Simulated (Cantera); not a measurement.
Mixture: 4.32 % CH₄, 20.1 % O₂, 75.6 % N₂, at 3.30 bar, adiabatic and at constant pressure. Ignition delay is the time to a rise of 400 K.

Model: GRI-Mech 3.0 (53 species, 325 reactions), integrated in Cantera.

Predict: delay at 1125 K; delay at 1225 K; delay at 1325 K; delay at 1425 K; delay at 1525 K; delay at 1625 K; delay at 1725 K; apparent activation energy between 1525 and 1725 K.


* **delay at 1125 K**: 28.5 ms
* **delay at 1225 K**: 7.25 ms
* **delay at 1325 K**: 2.13 ms
* **delay at 1425 K**: 0.716 ms
* **delay at 1525 K**: 0.276 ms
* **delay at 1625 K**: 0.121 ms
* **delay at 1725 K**: 60.1 µs
* **apparent activation energy between 1525 and 1725 K**: 170 kJ/mol
